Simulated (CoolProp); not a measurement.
Vapour-liquid equilibrium of isohexane (1) + ethanol (2) at 0.26 MPa; x and y are mole fractions of (1).

Values from CoolProp's multi-fluid Helmholtz-energy mixture model, Lemmon 2006 and Schroeder 2014; pair parameters Bell 2016.

```tsv
x	bubble temperature (°C)	y at the bubble point	dew temperature at overall composition x (°C)	liquid density (mol/L)
0.05	96.8	___	103.0	14.68
0.2	86.1	0.535	98.5	12.66
0.35	83.8	0.594	93.4	___
0.5	83.3	___	87.6	9.598
0.65	83.3	0.629	83.4	8.534
0.8	84.0	0.685	87.0	7.691
0.95	___	0.863	91.6	6.977
```

### Question
Complete the blanks.

### Answer

- 0.05, y at the bubble point: 0.252
- 0.35, liquid density (mol/L): 10.95
- 0.5, y at the bubble point: 0.610
- 0.95, bubble temperature (°C): 88.9

y crosses x between x = 0.5 and 0.65: the model has an azeotrope there.

The pair parameters rest on a limited set of measurements; away from them the model extrapolates. With so large a gap from Raoult's law the liquid may split in two, which this calculation doesn't test in full.
